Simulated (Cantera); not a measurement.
Mixture: C3H8 : O2 : N2 = 1 : 7.69 : 28.9 (molar parts), equivalence ratio 0.65, at 2480 Torr, adiabatic and at constant pressure. Ignition delay is the time to a rise of 400 K.

Model: GRI-Mech 3.0 (53 species, 325 reactions), integrated in Cantera. GRI-Mech 3.0 was tuned for natural gas; its chemistry of propane as a main component is partial and can be far from experiment.

At T0 = 1125 K, what is the delay, and which 6 reactions control it most (d ln τ / d ln k, from doubling and halving each rate constant)?

The delay is 14.6 ms.
| reaction | d ln τ / d ln k | faster rate |
|---|---|---|
| 2 CH3 (+M) <=> C2H6 (+M) | 0.44 | lengthens it |
| C2H5 + CH3 (+M) <=> C3H8 (+M) | -0.42 | shortens it |
| CH3 + HO2 <=> CH3O + OH | -0.29 | shortens it |
| C3H8 + H <=> C3H7 + H2 | 0.28 | lengthens it |
| C3H8 + OH <=> C3H7 + H2O | 0.23 | lengthens it |
| CH3 + O2 <=> CH2O + OH | -0.21 | shortens it |
